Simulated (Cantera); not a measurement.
Input: 1 mol Pb, 8.2 mol H₂O, 1.4 mol H₂, equilibrated at 0.180 bar.

Method: chemical equilibrium by Gibbs-energy minimisation in Cantera with the NASA 1993 tables (ideal gas, pure condensed phases). Candidate condensed phases: H₂O, Pb, PbO, PbO₂, Pb₃O₄; 12 gas species. Gases not in the tables: (PbO)n polymers. Rates play no part.

Question: Which condensed phases are stable at each of these points (T (K)): 750, 850, 950, 1050, 1150, 1250, 1350, 1450, 1550, 1650, 1750, 1850?

Answer: 
```json
[
 {"T (K)": "750", "condensed phases": "Pb(l)", "Pb condensed (%)": "100.0"},
 {"T (K)": "850", "condensed phases": "Pb(l)", "Pb condensed (%)": "100.0"},
 {"T (K)": "950", "condensed phases": "Pb(l)", "Pb condensed (%)": "100.0"},
 {"T (K)": "1050", "condensed phases": "Pb(l)", "Pb condensed (%)": "99.8"},
 {"T (K)": "1150", "condensed phases": "Pb(l)", "Pb condensed (%)": "98.5"},
 {"T (K)": "1250", "condensed phases": "Pb(l)", "Pb condensed (%)": "92.8"},
 {"T (K)": "1350", "condensed phases": "Pb(l)", "Pb condensed (%)": "73.1"},
 {"T (K)": "1450", "condensed phases": "Pb(l)", "Pb condensed (%)": "13.2"},
 {"T (K)": "1550", "condensed phases": "gas only", "Pb condensed (%)": "0.0"},
 {"T (K)": "1650", "condensed phases": "gas only", "Pb condensed (%)": "0.0"},
 {"T (K)": "1750", "condensed phases": "gas only", "Pb condensed (%)": "0.0"},
 {"T (K)": "1850", "condensed phases": "gas only", "Pb condensed (%)": "0.0"}
]
```

From 750 K to 1450 K the condensed part is Pb(l). From 1550 K to 1850 K nothing is condensed.
